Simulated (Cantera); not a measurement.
Feed: 1 mol Al, 25 mol H₂O, 16 mol H₂, 0.63 mol N₂O, at 1300 K and 48.0 mbar.

These are equilibrium values from Cantera (NASA tables, ideal gas, pure condensed phases), not measurements of a reactor. Candidate condensed phases: Al, AlN, Al₂O₃, H₂O; 35 gas species. The numbers say what is thermodynamically allowed, not how fast it happens.

**Question.** What is the equilibrium state?

**Answer.** 
```json
{
  "x(H₂O)": "0.580",
  "x(H₂)": "0.405",
  "x(N₂)": "0.0151",
  "x(H)": "3.21e-6",
  "n(Al₂O₃(s))": "0.500 mol",
  "gas_amount": "41.63 mol",
  "log10 activity of Al(l) (absent)": "-14.99"
}
```
